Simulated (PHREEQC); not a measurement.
Make-up at 25 °C: 0.034 mol/kgw H2SO4, 0.0038 mol/kgw CaCl2 and 0.00076 mol/kgw KCl. Closed to the air; pH follows from the charge balance.

Model: Pitzer model, pitzer.dat, run in PHREEQC.

The ionic strength comes out as 0.0738 mol/kgw. What activity coefficients do HSO4-, SO4-2, Ca+2, H+, Cl- get?

HSO4- 0.81, SO4-2 0.32, Ca+2 0.32, H+ 0.80, Cl- 0.79. Single-ion values are on the MacInnes scale.

Precipitation was switched off in this run. Species that the database lacks are ignored.
